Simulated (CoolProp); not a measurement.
Fluorine along the isotherm -144.65 °C: fugacity coefficient from the reference equation and from simpler models built on Tc = -128.7 °C, pc = 5.240 MPa, ω = 0.045; each cubic takes its own stable root.

Computed with CoolProp (reference Helmholtz-energy equation of state, de Reuck 1990).

```tsv
p (MPa)	phase	reference	van der Waals	Redlich-Kwong	Soave-Redlich-Kwong	Peng-Robinson
1.82	gas	0.8375	0.8640	0.8377	0.8371	0.8251
3.64	liquid	0.5596	0.6825	0.5717	0.5672	0.5511
5.45	liquid	0.3956	0.4948	0.4057	0.4024	0.3883
7.27	liquid	0.3136	0.4014	0.3225	0.3199	0.3066
9.09	liquid	0.2650	0.3465	0.2732	0.2709	0.2580
10.9	liquid	0.2332	0.3113	0.2409	0.2388	0.2261
12.7	liquid	0.2110	0.2872	0.2183	0.2164	0.2037
14.5	liquid	0.1948	0.2701	0.2017	0.2000	0.1871
16.4	liquid	0.1819	0.2571	0.1886	0.1869	0.1738
18.2	liquid	0.1726	0.2483	0.1790	0.1774	0.1641
20	liquid	0.1652	0.2419	0.1715	0.1699	0.1563
```
